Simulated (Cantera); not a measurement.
Charge: 1 mol B, 0.023 mol Cl2, 4.6 mol H2, at 800 K and 0.100 bar.

Cantera equilibrium calculation (NASA polynomials, part measured and part estimated; ideal gas, pure solids and liquids). Candidate condensed phases: B; 13 gas species. Gases not in the tables: BHCl2. Equilibrium is a limit: real reactors are often held back by kinetics, nucleation or transport.

Base state: H2 0.993, HCl 0.00625, BCl3 0.00123 (mole fractions); condensed: B(s).

Task: What changes in the equilibrium state with this change: 0.12 mol HCl added?

Result: 
```
species     before    after
---------  -------  -------
H2           0.993    0.981
HCl        0.00625   0.0115
BCl3       0.00123  0.00787
B(s), mol    0.994    0.963
```
